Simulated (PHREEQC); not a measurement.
Model water analysis in mg/L, 40 °C, pH 3.88, pe 10.6: Na 39; K 2.61; Ca 49.6; Mg 10.8; Cl 62.1; S(6) as SO4 192; O(0) (dissolved oxygen) 0.861; Fe(3) 4.29; Zn 0.0864.

Valence states are taken as typed.

Computed with PHREEQC (ion-association model, phreeqc.dat).

Task: The ionic strength comes out as 0.00814 mol/kgw. What activity coefficients do Mg+2, Ca+2, K+, Cl-, FeSO4+ get?

Result: Mg+2 0.69, Ca+2 0.69, K+ 0.91, Cl- 0.91, FeSO4+ 0.91.

Precipitation was switched off in this run. Examples of supersaturated solids here: Jarosite-K, Hematite (slow to form). Others may be too. Species that the database lacks are ignored. Away from 25 °C the constants follow the database's enthalpies or fits; those with neither stay at their 25 °C values.
